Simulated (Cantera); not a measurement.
Input (Python, Cantera):

```python
import numpy as np
import cantera as ct

gas = ct.Solution("gri30.yaml")
gas.TPX = 1675, 2100000, {'CH4': 1, 'H2O': 0.41, 'H2': 1.7}
reactor = ct.IdealGasConstPressureReactor(gas, energy="off", clone=False)
net = ct.ReactorNet([reactor])
net.rtol, net.atol = 1e-08, 1e-18
show = ['CH4', 'H2O', 'H2', 'CH2O', 'C2H4']
times = np.geomspace(6e-05, 300, 15)

steps = ct.SolutionArray(gas, extra=["t"])
rows = []
print(f"{'t/s':>10s}{'T/K':>9s}{'P/Pa':>11s}" + "".join(f"{s:>11s}" for s in show))
for t in times:
    while net.time < t:
        t_next = net.step()
        steps.append(gas.state, t=t_next)
    rows.append([np.interp(t, steps.t, y) for y in (steps.T, steps.P, *steps(*show).X.T)])
    print(f"{t:10.3e}{rows[-1][0]:9.1f}{rows[-1][1]:11.4g}" + "".join(f"{x:11.3e}" for x in rows[-1][2:]))
rate = np.gradient(steps.T, steps.t)
print("integrator steps:", len(steps.t))
if steps.T.max() > steps.T[0] + 200:
    print(f"time of steepest temperature rise: {steps.t[rate.argmax()]:.4e} s")
gas.TPX = 1675, 2100000, {'CH4': 1, 'H2O': 0.41, 'H2': 1.7}
gas.equilibrate("TP")
print(f"equilibrium (TP): T = {gas.T:.1f} K  " + "  ".join(f"{s} {gas[s].X[0]:.3e}" for s in show))
```

Result:

```
       t/s      T/K       P/Pa        CH4        H2O         H2       CH2O       C2H4
 6.000e-05   1675.0    2.1e+06  3.193e-01  1.317e-01  5.478e-01  7.388e-07  4.847e-04
 1.806e-04   1675.0    2.1e+06  3.155e-01  1.315e-01  5.503e-01  8.337e-07  1.758e-03
 5.434e-04   1675.0    2.1e+06  3.047e-01  1.306e-01  5.576e-01  8.116e-07  4.167e-03
 1.635e-03   1675.0    2.1e+06  2.792e-01  1.283e-01  5.752e-01  7.488e-07  8.016e-03
 4.922e-03   1675.0    2.1e+06  2.423e-01  1.247e-01  6.009e-01  6.640e-07  1.346e-02
 1.481e-02   1675.0    2.1e+06  2.270e-01  1.217e-01  6.127e-01  6.274e-07  1.549e-02
 4.458e-02   1675.0    2.1e+06  2.238e-01  1.162e-01  6.185e-01  6.076e-07  1.487e-02
 1.342e-01   1675.0    2.1e+06  2.160e-01  1.025e-01  6.331e-01  5.680e-07  1.323e-02
 4.038e-01   1675.0    2.1e+06  1.986e-01  7.555e-02  6.629e-01  5.280e-07  1.021e-02
 1.215e+00   1675.0    2.1e+06  1.710e-01  4.003e-02  7.048e-01  5.538e-07  6.701e-03
 3.657e+00   1675.0    2.1e+06  1.449e-01  1.149e-02  7.408e-01  6.409e-07  4.360e-03
 1.101e+01   1675.0    2.1e+06  1.341e-01  7.343e-04  7.549e-01  6.893e-07  3.600e-03
 3.312e+01   1675.0    2.1e+06  1.335e-01  9.229e-05  7.558e-01  6.924e-07  3.557e-03
 9.968e+01   1675.0    2.1e+06  1.335e-01  9.211e-05  7.558e-01  6.924e-07  3.557e-03
 3.000e+02   1675.0    2.1e+06  1.335e-01  9.211e-05  7.558e-01  6.924e-07  3.557e-03
integrator steps: 1220
equilibrium (TP): T = 1675.0 K  CH4 1.335e-01  H2O 9.642e-05  H2 7.557e-01  CH2O 6.924e-07  C2H4 3.558e-03
```

Computed with Cantera and GRI-Mech 3.0 (53 species, 325 reactions). GRI-Mech 3.0 stops at C3 and has no aromatics, soot or wall deposition, so with more carbon than oxygen in the feed, carbon stays in small species such as C2H2 where larger ones or solid carbon would form. The pressure lies above the range GRI-Mech 3.0 was tuned for (to about 10 atm).
